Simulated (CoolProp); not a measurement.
Vapour-liquid equilibrium of R134a (1) + R245fa (2) at 0.00119 MPa; x and y are mole fractions of (1).

Computed with CoolProp (multi-fluid Helmholtz-energy mixture model, Tillner-Roth 1994 and Akasaka 2015; pair parameters Akasaka 2014).

Give the bubble temperature and the first vapour's composition at x = 0.2, 0.65, 0.95. Is there an azeotrope?

x = 0.2: -76.9 °C, y = 0.812; x = 0.65: -88.3 °C, y = 0.976; x = 0.95: -92.1 °C, y = 0.998. No azeotrope shows between x = 0.05 and 0.95.

The pair parameters rest on a limited set of measurements; away from them the model extrapolates.
